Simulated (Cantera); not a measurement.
A Cantera script and its output.

```python
import numpy as np
import cantera as ct

surf = ct.Interface("ptcombust.yaml", "Pt_surf")
gas = surf.adjacent["gas"]
gas.TPX = 1323, 280000, {'CH4': 0.0065, 'O2': 0.054, 'N2': 0.79}
surf.TP = 1323, 280000
reactor = ct.FlowReactor(gas, clone=False)
reactor.area = 0.0001  # m2
reactor.surface_area_to_volume_ratio = 140  # 1/m
reactor.mass_flow_rate = 1.4 * reactor.area * gas.density  # inlet velocity 1.4 m/s
reactor.energy_enabled = False
wall = ct.ReactorSurface(surf, reactor, clone=False)
net = ct.ReactorNet([reactor])
net.rtol, net.atol = 1e-8, 1e-16
show, cover = ['CH4', 'O2', 'H2O', 'CO2', 'CO'], ['PT(S)', 'H(S)', 'O(S)', 'OH(S)', 'CO(S)', 'C(S)']

rows = []
print(f"{'z/m':>9s}{'u/(m/s)':>9s}" + "".join(f"{s:>13s}" for s in show + cover))
for z in [0.00017, 0.00032, 0.00062, 0.0012, 0.0023, 0.0044, 0.0086, 0.017]:
    net.advance(z)
    rows.append([reactor.speed, *gas[show].X, *surf[cover].coverages])
    print(f"{z:9.4g}{rows[-1][0]:9.3g}" + "".join(f"{x:13.4e}" for x in rows[-1][1:]))
```

Result:

```
      z/m  u/(m/s)          CH4           O2          H2O          CO2           CO        PT(S)         H(S)         O(S)        OH(S)        CO(S)         C(S)
  0.00017      1.4   7.5489e-03   6.3313e-02   1.8450e-04   8.0138e-05   1.1631e-05   5.1175e-01   1.9814e-06   4.8786e-01   3.7706e-04   1.3651e-05   3.1175e-07
  0.00032      1.4   7.4662e-03   6.3153e-02   3.4626e-04   1.5782e-04   1.4078e-05   5.1192e-01   2.2385e-06   4.8764e-01   4.2597e-04   1.4110e-05   3.0870e-07
  0.00062      1.4   7.3003e-03   6.2834e-02   6.6706e-04   3.1502e-04   1.4710e-05   5.1216e-01   2.6766e-06   4.8731e-01   5.0920e-04   1.4037e-05   3.0238e-07
   0.0012      1.4   6.9784e-03   6.2227e-02   1.2768e-03   6.1157e-04   1.4344e-05   5.1261e-01   3.3579e-06   4.8673e-01   6.3811e-04   1.3522e-05   2.8997e-07
   0.0023      1.4   6.3747e-03   6.1125e-02   2.3895e-03   1.1435e-03   1.3876e-05   5.1346e-01   4.3416e-06   4.8570e-01   8.2266e-04   1.2598e-05   2.6646e-07
   0.0044      1.4   5.2197e-03   5.9145e-02   4.4093e-03   2.0726e-03   1.6405e-05   5.1513e-01   5.7355e-06   4.8378e-01   1.0799e-03   1.1607e-05   2.2068e-07
   0.0086      1.4   9.0927e-04   5.0811e-02   1.2831e-02   6.1265e-03   7.4893e-05   5.2471e-01   9.9017e-06   4.7347e-01   1.7931e-03   2.0005e-05   4.0981e-08
    0.017      1.4   7.6058e-05   4.8493e-02   1.5037e-02   7.4650e-03   2.8503e-06   5.2510e-01   1.0681e-05   4.7295e-01   1.9314e-03   8.2856e-07   3.4376e-09
```

Detailed kinetics in Cantera: Deutschmann's 1995 Pt surface mechanism with GRI-Mech 3.0 gas chemistry. Catalytic surfaces can have several steady states; this one follows from the mechanism file's or the stated starting coverage. Mass transfer to the wall is taken as infinitely fast.
